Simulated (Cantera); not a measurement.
A closed system holds: 1 mol SiH2Cl2, 0.48 mol C2H4, 360 mol H2, held at 1100 K and 0.0210 bar.

Cantera equilibrium calculation (NASA polynomials, part measured and part estimated; ideal gas, pure solids and liquids). Candidate condensed phases: C, C6H6, C7H8, C8H18, Si, SiC; 109 gas species. Mutual solubility and eutectic melting of coexisting phases are not modelled. Equilibrium is a limit: real reactors are often held back by kinetics, nucleation or transport.

Base state: H2 0.995, HCl 0.00533, SiCl2 5.82e-5, SiHCl3 1.02e-5 (mole fractions); condensed: Si(s) + SiC(s).

**Question.** What changes in the equilibrium state with this change: temperature from 1100 K to 1898 K?

**Answer.** 
| species | before | after |
|---|---|---|
| H2 | 0.995 | 0.989 |
| HCl | 0.00533 | 0.00544 |
| H | 1.78e-7 | 0.00536 |
| Si | <1e-9 | 0.000102 |
| Cl | <1e-9 | 2.23e-5 |
| C2H2 (acetylene) | <1e-9 | 1.65e-5 |
| Si(s), mol | 0.0113 | 0 |
| SiC(s), mol | 0.960 | 0.946 |
